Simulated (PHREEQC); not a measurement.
HNO3 is added in steps, without added water, to 1 kg of water holding 0.031 mol Cu(NO3)2, 5.9e-05 mol HBF4 and 0.022 mol KCl, at 25 °C. O2 is buffered at 0.21 atm. No CO2 enters from the air. No solid was allowed to form.

Base run: PHREEQC, ion-association model, wateq4f.dat. Each further column changes one thing. The table gives F- (mol/kgw).

```json
[
 {"HNO3 added (mol)": "0", "base": "0.000169", "database phreeqc.dat": "0.000169", "Davies equation for every ion": "0.000171", "metal-ligand complexes left out": "0.000200", "all activity coefficients set to 1": "0.000129"},
 {"HNO3 added (mol)": "0.00615", "base": "3.50e-5", "database phreeqc.dat": "3.51e-5", "Davies equation for every ion": "3.59e-5", "metal-ligand complexes left out": "3.62e-5", "all activity coefficients set to 1": "2.18e-5"},
 {"HNO3 added (mol)": "0.01128", "base": "2.10e-5", "database phreeqc.dat": "2.11e-5", "Davies equation for every ion": "2.16e-5", "metal-ligand complexes left out": "2.15e-5", "all activity coefficients set to 1": "1.28e-5"},
 {"HNO3 added (mol)": "0.01742", "base": "1.43e-5", "database phreeqc.dat": "1.43e-5", "Davies equation for every ion": "1.46e-5", "metal-ligand complexes left out": "1.45e-5", "all activity coefficients set to 1": "8.51e-6"},
 {"HNO3 added (mol)": "0.02357", "base": "1.09e-5", "database phreeqc.dat": "1.09e-5", "Davies equation for every ion": "1.11e-5", "metal-ligand complexes left out": "1.10e-5", "all activity coefficients set to 1": "6.39e-6"},
 {"HNO3 added (mol)": "0.02973", "base": "8.78e-6", "database phreeqc.dat": "8.79e-6", "Davies equation for every ion": "8.99e-6", "metal-ligand complexes left out": "8.86e-6", "all activity coefficients set to 1": "5.11e-6"},
 {"HNO3 added (mol)": "0.03485", "base": "7.59e-6", "database phreeqc.dat": "7.60e-6", "Davies equation for every ion": "7.76e-6", "metal-ligand complexes left out": "7.65e-6", "all activity coefficients set to 1": "4.38e-6"},
 {"HNO3 added (mol)": "0.041", "base": "6.54e-6", "database phreeqc.dat": "6.54e-6", "Davies equation for every ion": "6.68e-6", "metal-ligand complexes left out": "6.58e-6", "all activity coefficients set to 1": "3.74e-6"}
]
```

Real BF4- forms and hydrolyses slowly; the run takes it at equilibrium. phreeqc.dat and wateq4f.dat share most of their constants, so their agreement is no independent check.
